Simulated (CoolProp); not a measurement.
Vapour-liquid equilibrium of methanol (1) + ethylbenzene (2) at 202.85 °C; x and y are mole fractions of (1).

Values from CoolProp's multi-fluid Helmholtz-energy mixture model, de Reuck 1993 and Zhou 2012; pair parameters Bell 2016.

| x | bubble pressure, mixture model (MPa) | bubble pressure, Raoult's law (MPa) | y, mixture model | y, Raoult's law |
|---|---|---|---|---|
| 0.05 | 0.8256 | 0.6456 | 0.421 | 0.329 |
| 0.15 | 1.415 | 1.025 | 0.651 | 0.622 |
| 0.25 | 1.857 | 1.404 | 0.729 | 0.756 |
| 0.35 | 2.204 | 1.783 | 0.772 | 0.834 |
| 0.45 | 2.500 | 2.162 | 0.803 | 0.884 |
| 0.55 | 2.779 | 2.541 | 0.830 | 0.919 |
| 0.65 | 3.063 | 2.920 | 0.859 | 0.945 |
| 0.75 | 3.368 | 3.299 | 0.892 | 0.965 |
| 0.85 | 3.700 | 3.678 | 0.930 | 0.981 |
| 0.95 | 4.060 | 4.057 | 0.975 | 0.994 |

The largest gap from Raoult's law is +38.0 % in bubble pressure, at x = 0.15. No azeotrope shows between x = 0.05 and 0.95.

Pair parameters are fitted to limited data, so mixtures are less certain than the pure fluids.
